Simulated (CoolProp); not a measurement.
Vapour pressure (kPa) of R1132(E): the reference equation beside estimates from Tc = 348.8 K, pc = 5174 kPa, ω = 0.245. Clausius-Clapeyron is anchored at 268.8 K with a constant enthalpy of vaporisation of 16.43 kJ/mol.

Model: reference Helmholtz-energy equation of state, Akasaka 2024, in CoolProp.

```tsv
T (K)	reference	Clausius-Clapeyron	Soave-Redlich-Kwong
253	412.9	449.4	413.4
258.3	499.6	527.5	500.9
263.6	599.5	615.3	601.7
268.8	711.3	711.3	714.9
274.1	840.7	820.0	845.9
279.4	986.7	940.2	994.1
284.7	1151	1073	1161
290	1334	1218	1347
295.3	1538	1376	1555
300.6	1765	1549	1786
305.9	2015	1735	2040
311.2	2291	1937	2320
316.5	2594	2155	2627
321.8	2925	2388	2963
```

Absolute difference from the reference over all 14 rows, mean and median: Clausius-Clapeyron 9.1 and 8.8 %, Soave-Redlich-Kwong 0.8 and 0.9 %.
